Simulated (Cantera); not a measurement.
Input (Python, Cantera) and output of one run.

```python
import numpy as np
import cantera as ct

gas_names = [...]  # 151 gases of nasa_gas.yaml made of C, H, N, O, Si
cond_names = """
    C(gr) C6H6(L) C7H8(L) C8H18(L),n-octa H2O(s) H2O(L) Si(cr) Si(L) SiC(b) SiO2(Lqz) SiO2(hqz) SiO2(L)
    Si2N2O(s) Si3N4(a)
""".split()


# ... load() reads the species with a 1 bar reference pressure and builds the phases ...
atoms = {
    'HMDSO': {'Si': 2, 'C': 6, 'H': 18, 'O': 1},
    'NO': {'N': 1, 'O': 1},
}
top_T = {'C(gr)': 4500, 'SiC(b)': 3050, 'Si2N2O(s)': 2100, 'Si3N4(a)': 2400}  # K; cautious upper limits of use, not melting points


# ... equilibrate(T, P, feed) seeds the gas with the atoms and calls Mixture.equilibrate('TP', solver="vcs", rtol=1e-11, max_steps=5000) ...
results = []
T = 1173  # K
P = 51  # Pa
for m in [0.42, 0.51, 0.61, 0.74, 0.89, 1.1, 1.3, 1.6, 1.9, 2.3, 2.7, 3.3]:
    feed = {'HMDSO': 1, 'NO': m}  # mol
    mix = equilibrate(T, P, feed)
    results.append((T, P, feed, dict(zip(mix.species_names, mix.species_moles))))

top = {s: max(r[3][s] / sum(r[3][g] for g in gas_names) for r in results) for s in gas_names}
cols = sorted((s for s in top if top[s] > 0.001), key=lambda s: -top[s])[:9]
seen = [c for c in cond_names if any(r[3].get(c, 0) > 1e-12 for r in results)]
print("log10 of partial pressures in bar; condensed amounts in mol")
print(f"{'n(NO)':>10s}" + "".join(f"{s[:9]:>10s}" for s in cols + seen))
for T, P, feed, n in results:
    ng = sum(n[g] for g in gas_names)
    print(f"{feed['NO']:10.4g}" + "".join(f"{np.log10(max(n[s] / ng * P / 1e5, 1e-99)):10.3f}" for s in cols)
          + "".join(f"{n.get(c, 0):10.4g}" for c in seen))
```

It prints:

```
log10 of partial pressures in bar; condensed amounts in mol
     n(NO)        H2        CO        N2     C(gr)    SiC(b) SiO2(hqz) Si2N2O(s)
      0.42    -3.316    -4.567    -7.535     4.266     1.228    0.3525    0.2095
      0.51    -3.316    -4.567    -7.535     4.379     1.116     0.375    0.2545
      0.61    -3.316    -4.567    -7.535     4.504    0.9909       0.4    0.3045
      0.74    -3.316    -4.567    -7.535     4.666    0.8284    0.4325    0.3695
      0.89    -3.316    -4.567    -7.535     4.854    0.6409      0.47    0.4445
       1.1    -3.316    -4.567    -7.535     5.116    0.3784    0.5225    0.5495
       1.3    -3.316    -4.567    -7.535     5.366    0.1284    0.5725    0.6495
       1.6    -3.338    -4.297    -6.725     5.011         0    0.4073    0.7963
       1.9    -3.368    -4.092    -6.110     4.299         0    0.1326    0.9337
       2.3    -3.397    -3.990    -5.175       3.7         0         0         1
       2.7    -3.419    -3.942    -4.829       3.3         0         0         1
       3.3    -3.450    -3.886    -4.592       2.7         0         0         1
```

Cantera equilibrium calculation (NASA polynomials, part measured and part estimated; ideal gas, pure solids and liquids). The feed counts by its element totals alone. Mutual solubility and eutectic melting of coexisting phases are not modelled. The tables hold silica as quartz up to 1696 K and as liquid above; real silica turns to tridymite and cristobalite and melts near 1996 K.
